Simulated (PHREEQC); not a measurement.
Metal-bearing waste water: an equilibrium model

Consider water at 25 °C with 63 mmol/kgw FeCl3, 99 mmol/kgw CaCl2, 2.1 mmol/kgw HCl, 1.8 mmol/kgw NaCl and 9.4 mmol/kgw HNO3. Closed to the air; pH follows from the charge balance.

Equilibrium calculation in PHREEQC: ion-association model, phreeqc.dat.

This is a speciation only: nothing precipitates in the calculation.

Problem. Predict the pH.

Solution. pH 1.89.

Problem. In which forms is Cl present?

Solution. Cl- 86 %, FeCl+2 8.8 %, FeCl2+ 5.3 % of the Cl.

The solution is supersaturated, for example in Hematite (slow to form), Goethite (slow to form), so a real one may precipitate; this is no full list.
